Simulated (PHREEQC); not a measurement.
## Brine (model solution)

Dissolve 1.6 mol NaOH and 0.11 mol Na2SO4 per kg of water at 25 °C. Closed to the air; pH follows from the charge balance.

Model: Pitzer model, pitzer.dat, run in PHREEQC.

| Quantity | Value |
|---|---|
| pH | 14.07 |
| ionic strength | 1.93 mol/kgw |
| activity of water | 0.941 |
| density | 1.075 g/cm³ |
| osmotic coefficient | 0.961 |
| total alkalinity | 1600 meq/kg |

```tsv
species	molality	activity	log γ
Na+	1.82	1.15	-0.200
OH-	1.60	1.12	-0.154
SO4-2	0.110	0.00499	-1.343
```

Precipitation was switched off in this run. Complexes and solids missing from the database can't appear. In brines, pH and single-ion activities rest on the MacInnes convention.
